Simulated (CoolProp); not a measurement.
500 sccm (0 °C, 1 atm) of nitrogen bubbles through liquid toluene at 292 K and leaves saturated at a total pressure of 0.0488 MPa (ideal gas phase). Each further row changes one setting.

Values from CoolProp's reference Helmholtz-energy equation of state, Lemmon 2006. It is a short technical equation, of lower accuracy than the large ones.

| case | vapour pressure (kPa) | mole fraction of vapour | delivery (mg/min) | delivery (sccm) | change of delivery for a bath 1 K warmer (%) |
|---|---|---|---|---|---|
| as stated | 2.74 | 0.0562 | … | 29.8 | 5.9 |
| bath temperature 297 K | 3.58 | 0.0733 | … | 39.6 | 5.8 |
| total pressure 0.0976 MPa | 2.74 | 0.0281 | 59.4 | 14.5 | … |

**Question.** Fill in the missing entries.

**Answer.** 
- as stated, delivery (mg/min): 122
- bath temperature 297 K, delivery (mg/min): 163
- total pressure 0.0976 MPa, change of delivery for a bath 1 K warmer (%): 5.7
